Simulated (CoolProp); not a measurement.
Vapour-liquid equilibrium of propane (1) + isopentane (2) at 209.5 K; x and y are mole fractions of (1).

Values from CoolProp's multi-fluid Helmholtz-energy mixture model, Lemmon 2009 and Lemmon 2006; pair parameters Kunz 2012.

| x | bubble pressure, mixture model (bar) | bubble pressure, Raoult's law (bar) | y, mixture model | y, Raoult's law |
|---|---|---|---|---|
| 0.05 | 0.03530 | 0.02515 | 0.783 | 0.697 |
| 0.15 | 0.08012 | 0.05940 | 0.913 | 0.885 |
| 0.25 | 0.1169 | 0.09366 | 0.946 | 0.936 |
| 0.35 | 0.1494 | 0.1279 | 0.962 | 0.959 |
| 0.45 | 0.1799 | 0.1622 | 0.972 | 0.973 |
| 0.55 | 0.2097 | 0.1964 | 0.980 | 0.982 |
| 0.65 | 0.2395 | 0.2307 | 0.985 | 0.988 |
| 0.75 | 0.2699 | 0.2649 | 0.990 | 0.992 |
| 0.85 | 0.3011 | 0.2992 | 0.994 | 0.996 |
| 0.95 | 0.3336 | 0.3334 | 0.998 | 0.999 |

The largest gap from Raoult's law is +40.4 % in bubble pressure, at x = 0.05. No azeotrope shows between x = 0.05 and 0.95.

The pair parameters rest on a limited set of measurements; away from them the model extrapolates.
